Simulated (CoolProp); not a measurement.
A simple Rankine cycle with R124: condensing at 309.15 K, boiler at 1.31 MPa, turbine inlet 359.6 K, turbine efficiency 0.9, pump efficiency 0.6, no recuperator. Each further row changes one setting.

Model: reference Helmholtz-energy equation of state, de Vries 1995, in CoolProp.

```json
[
 {"case": "as stated", "thermal efficiency (%)": "7.9", "net work (kJ/kg)": "13.5", "heat in (kJ/kg)": "171", "turbine exit temperature (K)": "330.1", "volume ratio over the turbine": "2.56"},
 {"case": "turbine inlet 379.6 K", "thermal efficiency (%)": "7.8", "net work (kJ/kg)": "14.9", "heat in (kJ/kg)": "190", "turbine exit temperature (K)": "351.2", "volume ratio over the turbine": "2.51"},
 {"case": "condensing temperature 301.15 K", "thermal efficiency (%)": "9.5", "net work (kJ/kg)": "17.1", "heat in (kJ/kg)": "180", "turbine exit temperature (K)": "323.5", "volume ratio over the turbine": "3.24"},
 {"case": "boiler pressure 0.917 MPa", "thermal efficiency (%)": "5.0", "net work (kJ/kg)": "8.86", "heat in (kJ/kg)": "177", "turbine exit temperature (K)": "343.0", "volume ratio over the turbine": "1.74"},
 {"case": "turbine efficiency 0.8", "thermal efficiency (%)": "6.9", "net work (kJ/kg)": "11.9", "heat in (kJ/kg)": "171", "turbine exit temperature (K)": "332.0", "volume ratio over the turbine": "2.59"}
]
```
